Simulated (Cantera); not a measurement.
Charge: 1 mol FeS, 2 mol SO₂, 7.2 mol H₂O, 0.00035 mol O₂, held at 3.60 bar.

Cantera equilibrium calculation (NASA polynomials, part measured and part estimated; ideal gas, pure solids and liquids). Candidate condensed phases: Fe, FeO, Fe(OH)₂, Fe(OH)₃, FeS, FeSO₄, FeS₂, Fe₂O₃, Fe₂(SO₄)₃, Fe₃O₄, H₂O, H₂SO₄, S; 22 gas species. FeS: taken at fixed stoichiometry. Gases not in the tables: S₃ to S₇. The numbers say what is thermodynamically allowed, not how fast it happens.

x: gas mole fraction; n: condensed amount in mol.

```tsv
T (K)	x H₂O	x SO₂	x H₂S	x S₂	n FeS₂(s)	n Fe₂O₃(s)	n Fe₃O₄(s)	n FeS(s)
675	0.806	0.194	0.000743	1.05e-5	0.633	0.184	0	0
700	0.805	0.194	0.00111	2.22e-5	0.631	0.185	0	0
725	0.803	0.196	0.00169	4.72e-5	0.616	0	0.128	0
750	0.802	0.196	0.00253	9.62e-5	0.611	0	0.130	0
775	0.800	0.196	0.00368	0.000188	0.605	0	0.132	0
800	0.798	0.196	0.00524	0.000351	0.595	0	0.135	0
825	0.796	0.196	0.00731	0.000634	0.583	0	0.139	0
850	0.793	0.196	0.01000	0.00111	0.566	0	0.145	0
875	0.789	0.196	?	?	0.542	0	0.153	0
900	0.776	0.202	0.0175	0.00313	0.313	0	0.123	0.317
925	0.765	0.212	0.0177	0.00374	0	0	0.0646	0.806
950	0.765	0.212	0.0180	?	0	0	0.0679	0.796
975	0.764	0.211	0.0184	0.00484	0	0	0.0713	0.786
1000	0.763	0.211	0.0188	0.00546	0	0	0.0749	0.775
```

Q: Fill in the missing entries.

A: 
- 875, x H₂S: 0.0134
- 875, x S₂: 0.00187
- 950, x S₂: 0.00427
